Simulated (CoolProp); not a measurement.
Properties of normal hydrogen along the isotherm 19 K (Tc = 33.1 K, pc = 1296 kPa, ω = -0.219).

The numbers come from the reference Helmholtz-energy equation of state, Leachman 2009 in CoolProp.

| p (kPa) | phase | Z | cv (kJ/(kg K)) | speed of sound (m/s) | isothermal compressibility (1/MPa) | viscosity (µPa s) | Prandtl number |
|---|---|---|---|---|---|---|---|
| 122 | liquid | 0.02150 | 5.570 | 1158 | 0.01669 | 15.2 | 1.33 |
| 243 | liquid | 0.04273 | 5.571 | 1164 | 0.01642 | 15.4 | 1.34 |
| 365 | liquid | (withheld) | 5.572 | 1169 | 0.01615 | 15.5 | 1.34 |
| 486 | liquid | 0.08513 | 5.573 | 1175 | (withheld) | (withheld) | 1.34 |
| 608 | liquid | 0.1063 | 5.573 | 1180 | 0.01564 | 15.8 | 1.35 |
| 729 | liquid | 0.1272 | 5.574 | 1186 | 0.01540 | 15.9 | 1.35 |
| 851 | liquid | 0.1482 | 5.574 | 1191 | 0.01517 | 16.0 | 1.35 |
| 972 | liquid | 0.1690 | 5.575 | 1196 | 0.01495 | 16.2 | 1.36 |
| 1090 | liquid | (withheld) | 5.575 | 1201 | 0.01474 | 16.3 | 1.36 |
| 1220 | liquid | 0.2113 | 5.576 | 1207 | (withheld) | 16.4 | 1.36 |
| 1340 | liquid | 0.2317 | 5.576 | 1212 | 0.01432 | 16.6 | 1.37 |
| 1460 | liquid | 0.2520 | 5.576 | 1217 | 0.01413 | 16.7 | 1.37 |
| 1580 | liquid | 0.2723 | 5.576 | 1221 | 0.01394 | (withheld) | 1.37 |
| 1700 | liquid | 0.2925 | 5.576 | 1226 | 0.01376 | 17.0 | 1.38 |
| 1820 | liquid | 0.3126 | 5.576 | 1231 | 0.01358 | 17.1 | 1.38 |
| 1940 | liquid | 0.3327 | 5.576 | 1236 | 0.01341 | 17.2 | 1.38 |

### Question
Complete the blanks.

### Answer

- 365, Z: 0.06406
- 486, isothermal compressibility (1/MPa): 0.01589
- 486, viscosity (µPa s): 15.6
- 1090, Z: 0.1892
- 1220, isothermal compressibility (1/MPa): 0.01452
- 1580, viscosity (µPa s): 16.8

Viscosity comes from a separate model (Muzny 2013). Thermal conductivity comes from a separate model (Assael 2011).
